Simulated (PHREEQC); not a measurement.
A column of 0.1 m (40 cells, dispersivity 0.005 m, 300 s a shift, diffusion coefficient 3e-10 m²/s) holds 0.0016 eq of the database's cation exchanger X per kg of pore water, first in equilibrium with 0.00056 mol/kgw KCl, 0.011 mol/kgw Na2SO4, 0.087 mol/kgw ZnSO4 and 1e-05 mol/kgw HCl. It is flushed with 0.00086 mol MnCl2, 0.00038 mol Na2SO4 and 1e-05 mol HCl per kg of water, at 25 °C. Values are for the last cell. CO2 from the air is kept out. Precipitation was switched off in this run.

Base run: PHREEQC, ion-association model, phreeqc.dat. Each further column changes one thing. The table gives Mn in solution (mol/kgw).

```tsv
pore volumes	base	exchange capacity from 0.0016 to 0.0008 eq/kgw	dispersivity from 0.005 to 0.01 m
0	0	0	0
0.5125	1.66e-5	1.72e-5	(withheld)
1.012	0.000438	0.000465	0.000479
1.512	0.000537	(withheld)	0.000652
2.013	0.000433	0.000589	0.000611
2.513	0.000510	0.000666	0.000554
3.013	0.000642	(withheld)	0.000575
3.513	0.000736	0.000826	0.000643
4.013	0.000792	(withheld)	(withheld)
```

Task: Some entries are withheld; supply them.

Result: 
- 0.5125, dispersivity from 0.005 to 0.01 m: 6.70e-5
- 1.512, exchange capacity from 0.0016 to 0.0008 eq/kgw: 0.000645
- 3.013, exchange capacity from 0.0016 to 0.0008 eq/kgw: 0.000771
- 4.013, exchange capacity from 0.0016 to 0.0008 eq/kgw: 0.000848
- 4.013, dispersivity from 0.005 to 0.01 m: 0.000711
